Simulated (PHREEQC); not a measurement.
PHREEQC input (ion-association model, wateq4f.dat):

```
SOLUTION_MASTER_SPECIES
  An  An-  0  An  62.0  # stands for a non-complexing anion
SOLUTION_SPECIES
  An- = An-
    -log_k 0
    -gamma 3.0 0
PHASES
  Fix_H+
    H+ = H+
    -log_k 0
SOLUTION 1
  temp 25
  units mmol/kgw
  pH 7 charge
  Cl 0.032
  Ca 0.016
  B 0.019
  Na 10
  An 10
END
SELECTED_OUTPUT 1
  -reset false
  -pH true
  -pe true
  -ionic_strength true
  -water true
  -totals B Ca Cl Na
  -molalities Hfo_wOH Hfo_wOH2+ Hfo_wO- Hfo_sOH Hfo_sOH2+ Hfo_sO- Hfo_wH2BO3 Hfo_sOHCa+2 Hfo_wOCa+
  -saturation_indices Portlandite Halite
USER_PUNCH 1
  -headings sigma psi
  10 PUNCH EDL("sigma", "Hfo"), EDL("psi", "Hfo")
PRINT
  -reset false
USE solution 1
SURFACE 1
  Hfo_wOH 3.14607e-05 600 0.014
  Hfo_sOH 7.86517e-07
EQUILIBRIUM_PHASES 1
  Fix_H+ -3 HAn 10
    -force_equality true
  O2(g) -0.68 10
END
# ... the last block is repeated for the other 12 points of pH, with NaOH or the acid as the point needs
```

Selected output (columns that matter, 13 of 13 rows; pH added in front):

```
pH	mu	B	Ca	Na	m_Hfo_wOH	m_Hfo_wOH2+	m_Hfo_wO-	m_Hfo_sOH	m_Hfo_sOH2+	m_Hfo_sO-	si_Portlandite	si_Halite	sigma	psi
3	0.011161	1.9e-05	1.6e-05	0.01	3.8787e-06	2.7569e-05	1.2501e-08	9.6968e-08	6.8924e-07	3.1253e-10	-21.778	-8.1712	0.32447	0.20339
3.5	0.010407	1.8999e-05	1.6e-05	0.01	8.0035e-06	2.3394e-05	6.2727e-08	2.0009e-07	5.8486e-07	1.5682e-09	-20.773	-8.1684	0.27471	0.19665
4	0.010167	1.8999e-05	1.6e-05	0.01	1.2712e-05	1.8549e-05	1.9957e-07	3.178e-07	4.6373e-07	4.9893e-09	-19.771	-8.1674	0.21605	0.18492
4.5	0.01009	1.8999e-05	1.6e-05	0.01	1.692e-05	1.4073e-05	4.6605e-07	4.2303e-07	3.5184e-07	1.1652e-08	-18.77	-8.1671	0.16021	0.16978
5	0.010064	1.8998e-05	1.6e-05	0.01	2.0077e-05	1.0502e-05	8.7927e-07	5.0196e-07	2.6257e-07	2.1983e-08	-17.77	-8.167	0.11331	0.15211
5.5	0.010055	1.8998e-05	1.6e-05	0.01	2.2118e-05	7.9276e-06	1.4136e-06	5.5296e-07	1.982e-07	3.5342e-08	-16.77	-8.167	0.0767	0.13225
6	0.010051	1.8998e-05	1.6e-05	0.01	2.3256e-05	6.2067e-06	1.9962e-06	5.8135e-07	1.5516e-07	4.9901e-08	-15.77	-8.167	0.049579	0.11025
6.5	0.01005	1.8998e-05	1.5999e-05	0.01	2.3805e-05	5.1171e-06	2.5369e-06	5.9461e-07	1.2782e-07	6.3368e-08	-14.77	-8.167	0.030397	0.086228
7	0.010049	1.8998e-05	1.5994e-05	0.01	2.4037e-05	4.4397e-06	2.9814e-06	5.9688e-07	1.1025e-07	7.4032e-08	-13.77	-8.167	0.017296	0.060548
7.5	0.010048	1.8998e-05	1.5956e-05	0.01	2.4126e-05	3.9778e-06	3.3521e-06	5.7195e-07	9.4301e-08	7.9468e-08	-12.771	-8.167	0.0083305	0.033887
8	0.01005	1.8998e-05	1.5742e-05	0.010003	2.4123e-05	3.49e-06	3.8196e-06	4.2631e-07	6.1678e-08	6.7503e-08	-11.777	-8.1669	0.0017613	0.0076663
8.5	0.010054	1.8998e-05	1.5213e-05	0.010009	2.3836e-05	2.8569e-06	4.5557e-06	1.6035e-07	1.922e-08	3.0648e-08	-10.792	-8.1666	-0.003982	-0.017077
9	0.010065	1.8999e-05	1.3907e-05	0.010024	2.2387e-05	2.0152e-06	5.6974e-06	3.9583e-08	3.5631e-09	1.0073e-08	-9.8312	-8.166	-0.0099058	-0.039299
```

The oxide is taken as insoluble; below pH 4 it would dissolve.
